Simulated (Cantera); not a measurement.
Input (Python, Cantera) and output of one run.

```python
import numpy as np
import cantera as ct

gas_names = """
    H HO2 H2 H2O H2O2 O OH O2 O3 Zr ZrO ZrO2
""".split()
cond_names = """
    H2O(s) H2O(L) Zr(a) Zr(b) Zr(L) ZrO2(a) ZrO2(b) ZrO2(L)
""".split()


# ... load() reads the species with a 1 bar reference pressure and builds the phases ...
atoms = {
    'ZrO2': {'Zr': 1, 'O': 2},
    'H2': {'H': 2},
    'H2O': {'H': 2, 'O': 1},
}
top_T = {}  # K; cautious upper limits of use, not melting points


# ... equilibrate(T, P, feed) seeds the gas with the atoms and calls Mixture.equilibrate('TP', solver="vcs", rtol=1e-11, max_steps=5000) ...
results = []
feed = {'ZrO2': 1, 'H2': 290, 'H2O': 4.4}  # mol
P = 10000  # Pa
for T in [1473, 1573, 1673, 1773, 1873, 1973, 2073]:
    mix = equilibrate(T, P, feed)
    results.append((T, P, feed, dict(zip(mix.species_names, mix.species_moles))))

top = {s: max(r[3][s] / sum(r[3][g] for g in gas_names) for r in results) for s in gas_names}
cols = sorted((s for s in top if top[s] > 1e-05), key=lambda s: -top[s])[:5]
seen = [c for c in cond_names if any(r[3].get(c, 0) > 1e-12 for r in results)]
print("log10 of partial pressures in bar; condensed amounts in mol")
print(f"{'T/K':>10s}" + "".join(f"{s[:9]:>10s}" for s in cols + seen))
for T, P, feed, n in results:
    ng = sum(n[g] for g in gas_names)
    print(f"{T:10.4g}" + "".join(f"{np.log10(max(n[s] / ng * P / 1e5, 1e-99)):10.3f}" for s in cols)
          + "".join(f"{n.get(c, 0):10.4g}" for c in seen))
```

Output:

```
log10 of partial pressures in bar; condensed amounts in mol
       T/K        H2       H2O         H        OH   ZrO2(a)   ZrO2(b)
      1473    -1.007    -2.825    -5.401    -8.805         1         0
      1573    -1.007    -2.826    -4.894    -8.155         0         1
      1673    -1.007    -2.826    -4.447    -7.584         0         1
      1773    -1.007    -2.826    -4.049    -7.076         0         1
      1873    -1.007    -2.826    -3.694    -6.622         0         1
      1973    -1.008    -2.827    -3.374    -6.215         0         1
      2073    -1.010    -2.828    -3.085    -5.847         0         1
```

Cantera equilibrium calculation (NASA polynomials, part measured and part estimated; ideal gas, pure solids and liquids).
